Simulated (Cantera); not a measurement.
# Equilibrium for silicon etching in halogen gases: Si + HCl + N2

Input: 1 mol Si, 3.6 mol HCl, 13 mol N2, at 0.128 Torr.

These are equilibrium values from Cantera (NASA tables, ideal gas, pure condensed phases), not measurements of a reactor. Candidate condensed phases: NH4Cl, Si, Si3N4; 28 gas species. N2 is the only nitrogen source here; it is nearly inert below about 1500 K, so the nitride shown seldom forms there in practice. The tables' values for SiCl3, SiCl are old estimates; treat these amounts as uncertain. Kinetics and transport are ignored.

From 375 °C to 1125 °C the condensed part is Si3N4(s). From 1200 °C to 1350 °C nothing is condensed. The main Si-bearing gas is SiCl4 at 375 °C and SiCl2 at 1350 °C.

| T (°C) | x N2 | x HCl | x H2 | x SiCl2 | x SiCl4 | x SiCl3 | n Si3N4(s) |
|---|---|---|---|---|---|---|---|
| 375 | 0.797 | 0.130 | 0.0487 | <1e-12 | 0.0244 | 3.87e-9 | 0.205 |
| 450 | 0.794 | 0.142 | 0.0429 | 9.24e-11 | 0.0214 | 8.90e-8 | 0.220 |
| 525 | 0.792 | 0.150 | 0.0385 | 7.47e-9 | 0.0192 | 1.13e-6 | 0.232 |
| 600 | 0.790 | 0.157 | 0.0351 | 2.81e-7 | 0.0175 | 9.15e-6 | 0.241 |
| 675 | 0.789 | 0.162 | 0.0324 | 5.90e-6 | 0.0161 | 5.30e-5 | 0.248 |
| 750 | 0.788 | 0.166 | 0.0303 | 7.83e-5 | 0.0149 | 0.000235 | 0.253 |
| 825 | 0.787 | 0.169 | 0.0289 | 0.000712 | 0.0134 | 0.000825 | 0.254 |
| 900 | 0.786 | 0.168 | 0.0289 | 0.00449 | 0.0105 | 0.00219 | 0.242 |
| 975 | 0.783 | 0.157 | 0.0330 | 0.0175 | 0.00509 | 0.00351 | 0.193 |
| 1050 | 0.782 | 0.131 | 0.0445 | 0.0379 | 0.00114 | 0.00281 | 0.105 |
| 1125 | 0.784 | 0.0982 | 0.0595 | 0.0569 | 0.000171 | 0.00151 | 0.00989 |
| 1200 | 0.783 | 0.0951 | 0.0608 | 0.0593 | 4.54e-5 | 0.000887 | 0 |
| 1275 | 0.783 | 0.0951 | 0.0605 | 0.0596 | 1.45e-5 | 0.000555 | 0 |
| 1350 | 0.782 | 0.0946 | 0.0603 | 0.0595 | 5.06e-6 | 0.000359 | 0 |
x: gas mole fraction; n: condensed amount in mol.
